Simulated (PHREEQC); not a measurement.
## Polishing slurry liquid: speciation

Dissolve 0.04 mol K2CO3, 0.00015 mol H4SiO4 and 5.8e-05 mol CO2 per kg of water at 90 °C. Closed to the air; pH follows from the charge balance.

The numbers come from PHREEQC with the ion-association model, phreeqc.dat.

Precipitation was switched off in this run.

Question: Predict the pH.

Answer: pH 10.25.

Question: In which forms is C present?

Answer: CO3-2 75 %, HCO3- 25 % of the C.

Complexes and solids missing from the database can't appear. Away from 25 °C the constants follow the database's enthalpies or fits; those with neither stay at their 25 °C values.
